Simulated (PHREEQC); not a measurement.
## Buffer

A solution holds 86 mmol/kgw H3PO4 and 130 mmol/kgw KOH, at 25 °C. Closed to the air; pH follows from the charge balance.

All values are PHREEQC results (ion-association model, phreeqc.dat), not measurements.

Each row changes one thing in this solution. This is a speciation only: nothing precipitates in the calculation.

```tsv
case	pH	ionic strength (mol/kgw)	H2PO4- (mol/kgw)	HPO4-2 (mol/kgw)	KHPO4- (mol/kgw)
as made	6.82	0.168	0.0420	0.0409	0.00307
KOH replaced by KBr at the same molality	1.68	___	0.0262	1.80e-7	___
KOH from 0.13 to 0.65 mol/kgw	13.37	0.906	9.83e-11	0.000535	0.000108
temperature from 25 to 55 °C	6.73	0.168	0.0420	0.0411	0.00290
0.02 mol/kgw Ca(OH)2 added	7.89	0.199	___	___	0.00424
diluted 2-fold with water	6.90	0.0850	0.0210	0.0210	0.00101
diluted 100-fold with water	7.17	0.00174	0.000420	0.000439	9.25e-7
diluted 10-fold with water	7.05	0.0173	0.00420	0.00434	6.53e-5
```

Question: Some entries are withheld; supply them.

Answer: 
- KOH replaced by KBr at the same molality, ionic strength (mol/kgw): 0.156
- KOH replaced by KBr at the same molality, KHPO4- (mol/kgw): 1.42e-8
- 0.02 mol/kgw Ca(OH)2 added, H2PO4- (mol/kgw): 0.00506
- 0.02 mol/kgw Ca(OH)2 added, HPO4-2 (mol/kgw): 0.0608

The ionic strength passes 0.7 mol/kgw, the rough limit of the ion-association models, in KOH from 0.13 to 0.65 mol/kgw. Some of these states are supersaturated (in Hydroxyapatite, for instance). Away from 25 °C the constants follow the database's enthalpies or fits; those with neither stay at their 25 °C values.
